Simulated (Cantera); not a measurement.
## Si3N4 + H2 + N2 (nitride etching)

A closed system holds: 1 mol Si3N4, 670 mol H2, 2.5 mol N2, at 0.100 bar.

Equilibrium computed with Cantera from the NASA thermochemical tables; the gas is ideal and each condensed phase is pure. Candidate condensed phases: Si, Si3N4; 18 gas species. Gases not in the tables: Si2H6 and higher silanes. Kinetics and transport are ignored.

```tsv
T (°C)	x H2	x H	x N2	x Si	x SiH	n Si3N4(s)	n Si(s)	n Si(l)
625	0.996	3.45e-10	0.00371	<1e-12	<1e-12	1.00	0	0
775	0.996	2.44e-8	0.00372	<1e-12	<1e-12	1.00	0	0
925	0.996	6.00e-7	0.00372	<1e-12	<1e-12	1.00	0	0
1075	0.996	7.30e-6	0.00372	5.15e-11	1.05e-10	1.000	0	0
1225	0.996	5.42e-5	0.00372	2.48e-8	2.53e-8	1.000	0	0
1375	0.993	0.000281	0.00667	2.58e-6	1.49e-6	0	2.99	0
1525	0.992	0.00111	0.00667	3.08e-5	1.11e-5	0	0	2.95
1675	0.989	0.00355	0.00666	0.000232	5.62e-5	0	0	2.74
1825	0.982	0.00964	0.00662	0.00131	0.000223	0	0	1.80
```
x: gas mole fraction; n: condensed amount in mol.

From 625 °C to 1225 °C the condensed part is Si3N4(s). At 1375 °C the condensed part is Si(s). From 1525 °C to 1825 °C the condensed part is Si(l).
